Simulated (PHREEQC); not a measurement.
Dissolve 0.022 mol/kgw CdCl2 and 0.078 mol/kgw NaCl at 51 °C. Closed to the air; pH follows from the charge balance.

The numbers come from PHREEQC with the ion-association model, phreeqc.dat.

```
Quantity               Result
--------------  -------------
pH                       5.59
ionic strength  0.104 mol/kgw
density           0.994 g/cm³
```

```csv
species,molality,activity,log γ
Cl-,0.0997,0.0752,-0.123
Na+,0.0780,0.0603,-0.112
CdCl+,0.0141,0.0108,-0.114
Cd+2,0.00398,0.00139,-0.456
CdCl2,0.00362,0.00371,0.010
CdCl3-,0.000328,0.000252,-0.114
H+,3.18e-6,2.60e-6,-0.088
CdOHCl,2.79e-6,2.86e-6,0.010
```

Precipitation was switched off in this run. Constants without temperature data keep their 25 °C values here.
